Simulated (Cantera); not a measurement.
What does this Cantera script print?

```python
import numpy as np
import cantera as ct

gas = ct.Solution("gri30.yaml")
gas.TPX = 400, 100000, {'CH4': 1, 'H2': 0.065, 'O2': 2.54, 'N2': 9.55, 'CO2': 0.88, 'H2O': 0.045}
flame = ct.FreeFlame(gas, width=0.04)
flame.set_refine_criteria(ratio=3, slope=0.08, curve=0.16)
flame.transport_model = "mixture-averaged"
flame.solve(loglevel=0, auto=True)
z, T = flame.grid, flame.T
thick = (T[-1] - T[0]) / np.gradient(T, z).max()
show = ['CH4', 'H2', 'O2', 'C2H6', 'C2H', 'CH2O']
print(f"laminar burning velocity  {flame.velocity[0] * 100:.3f} cm/s")
print(f"burnt temperature         {T[-1]:.1f} K")
print(f"thermal thickness         {thick * 1e3:.4f} mm")
print(f"grid points               {len(z)}")
z0 = z[flame.heat_release_rate.argmax()]
print(f"{'z/mm':>9s}{'T/K':>9s}{'u/(m/s)':>9s}" + "".join(f"{s:>11s}" for s in show))
rows = []
for k in (-3, -2, -1.5, -1, -0.5, -0.25, 0, 0.25, 0.5, 1, 2, 4, 8):
    zz = z0 + k * thick
    rows.append([k * thick, np.interp(zz, z, T), np.interp(zz, z, flame.velocity),
                 *(np.interp(zz, z, flame.X[gas.species_index(s)]) for s in show)])
    print(f"{rows[-1][0] * 1e3:9.3f}{rows[-1][1]:9.1f}{rows[-1][2]:9.3f}" + "".join(f"{x:11.3e}" for x in rows[-1][3:]))
```

It prints:

```
laminar burning velocity  30.456 cm/s
burnt temperature         1933.8 K
thermal thickness         0.6229 mm
grid points               129
     z/mm      T/K  u/(m/s)        CH4         H2         O2       C2H6        C2H       CH2O
   -1.869    400.3    0.305  7.098e-02  4.842e-03  1.803e-01  1.964e-08  1.624e-29  9.205e-08
   -1.246    404.3    0.308  7.067e-02  5.233e-03  1.800e-01  5.702e-07  1.938e-25  2.298e-06
   -0.934    417.0    0.318  6.981e-02  5.661e-03  1.791e-01  3.211e-06  2.085e-23  1.190e-05
   -0.623    491.0    0.376  6.528e-02  6.442e-03  1.734e-01  3.151e-05  6.654e-20  9.821e-05
   -0.311    857.4    0.661  4.422e-02  7.591e-03  1.417e-01  3.197e-04  1.192e-13  6.533e-04
   -0.156   1208.9    0.936  2.364e-02  8.095e-03  1.075e-01  4.676e-04  8.829e-11  7.952e-04
    0.000   1544.1    1.198  4.653e-03  7.115e-03  6.938e-02  4.615e-05  8.148e-09  3.846e-04
    0.156   1675.6    1.296  1.888e-04  4.458e-03  5.108e-02  5.986e-08  2.136e-09  2.826e-05
    0.311   1728.7    1.331  4.166e-06  3.434e-03  4.582e-02  2.688e-11  3.277e-11  7.195e-07
    0.623   1792.1    1.374  4.862e-09  2.679e-03  4.227e-02  1.316e-16  1.358e-14  9.791e-10
    1.246   1853.1    1.416  6.974e-14  1.692e-03  3.968e-02  8.761e-24  4.709e-20  4.000e-12
    2.492   1896.6    1.446  5.487e-19  8.573e-04  3.794e-02  4.077e-30  1.873e-25  1.043e-12
    4.983   1921.7    1.463  8.842e-21  3.664e-04  3.701e-02  1.486e-32  2.675e-28  1.984e-13
```

Model: GRI-Mech 3.0 (53 species, 325 reactions), integrated in Cantera. Burning velocities carry a grid error of a few per cent, more on coarse grids.
